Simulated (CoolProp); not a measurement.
R410A at several states: fugacity coefficient from the reference equation and from simpler models built on Tc = 71.3 °C, pc = 4.901 MPa, ω = 0.296; each cubic takes its own stable root.

Model: reference Helmholtz-energy equation of state, Lemmon 2003, in CoolProp. It is a pseudo-pure fit of the blend.

```
T (°C)  p (MPa)   phase  reference  van der Waals  Redlich-Kwong
------  -------  ------  ---------  -------------  -------------
-18.65    0.263     gas     0.9385         0.9676         0.9575
19.05      14.4  liquid     0.1113         0.2270         0.1527
98.65      2.66     gas     0.8528         0.8677         0.8565
```
